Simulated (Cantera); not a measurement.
**Equilibrium for carbothermic reduction: Fe3O4 + CO + N2**

A closed system holds: 1 mol Fe3O4, 19 mol CO, 2.2 mol N2, at 540000 Pa.

Method: chemical equilibrium by Gibbs-energy minimisation in Cantera with the NASA 1993 tables (ideal gas, pure condensed phases). Candidate condensed phases: C, Fe, Fe(CO)5, FeO, Fe2O3, Fe3O4; 27 gas species. Each liquid is taken as pure. Mutual solubility and eutectic melting of coexisting phases are not modelled. The tables' stoichiometric FeO is somewhat more stable than real wüstite, so its field is too wide. FeO: taken at fixed stoichiometry. Rates play no part.

```
T (K)   x CO   x CO2   x N2     x Fe     x FeO  n Fe(γ)  n FeO(s)  n Fe(δ)  n FeO(l)  n Fe(l)
-----  -----  ------  -----  -------  --------  -------  --------  -------  --------  -------
1498   0.771   0.125  0.104  2.66e-8  4.39e-11     1.65      1.35        0         0        0
1548   0.775   0.122  0.104  7.46e-8  1.59e-10     1.58      1.42        0         0        0
1598   0.778   0.119  0.104  1.96e-7  5.30e-10     1.51      1.49        0         0        0
1648   0.780   0.116  0.104  4.83e-7   1.63e-9     1.45      1.55        0         0        0
1698   0.788   0.108  0.104  1.13e-6   4.48e-9        0         0     1.30      1.70        0
1748   0.795   0.102  0.104  2.50e-6   1.15e-8        0         0     1.16      1.84        0
1798   0.801  0.0957  0.104  5.30e-6   2.80e-8        0         0     1.03      1.97        0
1848   0.804  0.0918  0.104  1.06e-5   6.49e-8        0         0        0      2.05    0.947
1898   0.807  0.0888  0.104  2.01e-5   1.43e-7        0         0        0      2.12    0.881
1948   0.810  0.0859  0.104  3.70e-5   3.03e-7        0         0        0      2.18    0.821
1998   0.813  0.0834  0.104  6.60e-5   6.15e-7        0         0        0      2.23    0.766
```
x: gas mole fraction; n: condensed amount in mol.

From 1498 K to 1648 K the condensed part is Fe(γ) + FeO(s). From 1698 K to 1798 K the condensed part is Fe(δ) + FeO(l). From 1848 K to 1998 K the condensed part is Fe(l) + FeO(l). The main Fe-bearing gas is Fe throughout.
